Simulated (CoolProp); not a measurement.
Vapour-liquid equilibrium of propylene (1) + n-hexane (2) at 5.65 °C; x and y are mole fractions of (1).

Values from CoolProp's multi-fluid Helmholtz-energy mixture model, Lemmon 2013 and Thol 2019; pair parameters Bell 2016.

Task: Give the bubble pressure and the first vapour's composition at x = 0.125, 0.35, 0.95. Is there an azeotrope?

Result: x = 0.125: 0.1158 MPa, y = 0.933; x = 0.35: 0.2440 MPa, y = 0.972; x = 0.95: 0.6490 MPa, y = 0.999. No azeotrope shows between x = 0.05 and 0.95.

The pair parameters rest on a limited set of measurements; away from them the model extrapolates. The gap from Raoult's law changes sign with composition, which may be real or a fault of the pair parameters; it wasn't checked against measurements.
